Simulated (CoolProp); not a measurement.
Model: reference Helmholtz-energy equation of state, Span 2000, in CoolProp.

Problem. For nitrogen, give the phase and the Z, cp (kJ/(kg K)), speed of sound (m/s), expansivity (1/kK) at 161.7 K and 14200 kPa; 188.3 K and 14200 kPa; 197.1 K and 14200 kPa.

Solution. 
- 161.7 K and 14200 kPa: supercritical; Z 0.679, cp 2.29, speed of sound 384, expansivity 12.4
- 188.3 K and 14200 kPa: supercritical; Z 0.799, cp 1.94, speed of sound 345, expansivity 10.6
- 197.1 K and 14200 kPa: supercritical; Z 0.835, cp 1.81, speed of sound 344, expansivity 9.60
